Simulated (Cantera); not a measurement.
Charge: 1 mol B₂O₃, 0.22 mol O₂, 0.23 mol N₂, held at 1500 °C and 49.0 mbar.

These are equilibrium values from Cantera (NASA tables, ideal gas, pure condensed phases), not measurements of a reactor. Rates play no part.

```
species         before     after
------------  --------  --------
N₂               0.483     0.381
O₂               0.460     0.361
B₂O₃            0.0478     0.239
BO₂            0.00481    0.0151
O             0.000288  0.000570
NO             0.00439   0.00345
B₂O₃(l), mol     0.976     0.852
```
Gas species are given as mole fractions.

Problem. What was changed between the two runs?
A. temperature from 1500 °C to 1950 °C
B. temperature from 1500 °C to 2127 °C
C. temperature from 1500 °C to 777 °C
D. pressure from 49.0 mbar to 9.80 mbar

Solution. D, pressure from 49.0 mbar to 9.80 mbar
